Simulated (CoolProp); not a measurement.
Octamethylcyclotetrasiloxane (D4) along the isobar 19.7 bar: density (kg/m³) from the reference equation and from simpler models built on Tc = 313.4 °C, pc = 13.47 bar, ω = 0.598; each cubic takes its own stable root.

Model: reference Helmholtz-energy equation of state, Thol 2015, in CoolProp.

```csv
T (°C),phase,reference
275.45,liquid,616.0
280.25,liquid,605.6
284.95,liquid,594.8
289.75,liquid,583.2
294.55,liquid,570.7
299.25,liquid,557.6
304.05,liquid,543.1
308.75,liquid,527.4
313.55,supercritical,509.4
318.25,supercritical,489.1
323.05,supercritical,464.7
327.85,supercritical,434.7
332.55,supercritical,398.1
337.35,supercritical,354.6
342.05,supercritical,312.7
346.85,supercritical,277.2
```

**Question.** How far does each simpler model (van der Waals, Soave-Redlich-Kwong) lie from the reference over these 16 states: mean and median of the absolute difference, and the worst?

**Answer.** 
- van der Waals: mean 27.0 %, median 32.0 %, worst -36.5 % at 275.45 °C and 19.7 bar
- Soave-Redlich-Kwong: mean 15.3 %, median 15.5 %, worst -18.5 % at 327.85 °C and 19.7 bar
